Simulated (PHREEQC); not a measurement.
PHREEQC input (ion-association model, phreeqc.dat):

```
SOLUTION_SPECIES
  SO4-2 + 9 H+ + 8 e- = HS- + 4 H2O  # shut off: sulfate is not reduced
    -log_k -100
    -delta_h 0
    -analytic -100
SOLUTION 0
  temp 15
  units mmol/kgw
  pH 7 charge
  Cl 94.01
  Ca 47
  S(6) 0.53
  Zn 0.53
SOLUTION 1-30
  temp 15
  units mmol/kgw
  pH 7 charge
  Cl 9.01
  Mn(2) 4.5
END
EXCHANGE 1-30
  X 0.034
  -equilibrate 1
END
SELECTED_OUTPUT 1
  -reset false
  -pH true
  -pe true
  -ionic_strength true
  -water true
  -step true
  -totals Ca Cl Mn S Zn Mn(2) Mn(3) S(-2) S(6)
  -molalities MnX2 ZnX2 CaX2
  -saturation_indices Gypsum Pyrochroite Zn(OH)2(e)
PRINT
  -reset false
TRANSPORT
  -cells 30
  -shifts 90
  -lengths 0.0166667
  -time_step 300
  -dispersivities 0.018
  -boundary_conditions flux flux
  -correct_disp true
  -punch_cells 30
  -punch_frequency 3
END
```

Selected output (columns that matter, 12 of 31 rows; pore volumes added in front):

```
pore volumes	pH	mu	Ca	Cl	Mn	S	Zn	m_MnX2	m_ZnX2	m_CaX2	si_Gypsum	si_Pyrochroite	si_Zn(OH)2(e)
0	5.043	0.013303	0	0.00901	0.0045	0	0	0.017	0	0	-1000	-7.6598	-1000
0.3167	5.043	0.013304	0	0.0090102	0.0045001	1.0992e-09	0	0.017	0	0	-1000	-7.6598	-1000
0.5167	5.0443	0.014333	1.9619e-15	0.0097069	0.0048528	4.3456e-06	5.4046e-18	0.017	3.659e-17	1.2135e-14	-15.991	-7.631	-18.884
0.8167	5.067	0.046	1.5798e-05	0.031668	0.015954	0.00014128	1.108e-07	0.016969	2.3219e-07	3.073e-05	-4.8812	-7.1942	-8.6537
1.1167	5.084	0.099162	0.0075172	0.069156	0.027355	0.00037503	7.5358e-05	0.011108	6.1782e-05	0.00583	-2.0276	-7.0342	-5.8955
1.4167	5.0895	0.12941	0.030977	0.087623	0.012982	0.00049017	0.00033797	0.0029819	0.0001585	0.01386	-1.3985	-7.3886	-5.2744
1.6167	5.0905	0.13729	0.040081	0.091785	0.0058776	0.00051612	0.00044504	0.0011724	0.00018173	0.015646	-1.2887	-7.7401	-5.1622
1.9167	5.091	0.14108	0.045284	0.093611	0.001536	0.00052751	0.00050805	0.00028572	0.00019371	0.016521	-1.238	-8.3264	-5.1082
2.2167	5.091	0.14187	0.046606	0.093946	0.00036643	0.0005296	0.00052469	6.7063e-05	0.00019687	0.016736	-1.2264	-8.9495	-5.095
2.5167	5.0911	0.14203	0.046913	0.094	8.2907e-05	0.00052994	0.00052875	1.5119e-05	0.00019769	0.016787	-1.2237	-9.5951	-5.0918
2.7167	5.0911	0.14205	0.046969	0.094007	3.0159e-05	0.00052998	0.00052953	5.4965e-06	0.00019786	0.016797	-1.2233	-10.034	-5.0912
3.0167	5.0911	0.14206	0.046993	0.09401	6.4689e-06	0.00053	0.00052989	1.1786e-06	0.00019794	0.016801	-1.2231	-10.703	-5.0909
```

Complexes and solids missing from the database can't appear.
